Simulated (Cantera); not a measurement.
Input: 1 mol Si2H6, 0.24 mol Cl2, 28 mol H2, held at 1625 K and 0.560 bar.

Cantera equilibrium calculation (NASA polynomials, part measured and part estimated; ideal gas, pure solids and liquids). Candidate condensed phases: Si; 19 gas species. The feed counts by its element totals alone. The numbers say what is thermodynamically allowed, not how fast it happens.

**Question.** What is the equilibrium state?

**Answer.** 
```
Quantity       Result
----------  ---------
x(H2)           0.985
x(HCl)         0.0139
x(SiCl2)     0.000690
x(H)          9.36e-5
x(SiCl3)      8.62e-6
x(SiH2)       6.51e-6
x(SiH2Cl2)    5.13e-6
x(SiH3Cl)     2.86e-6
x(SiHCl3)     2.75e-6
n(Si(s))     1.98 mol
gas amount  31.24 mol
```
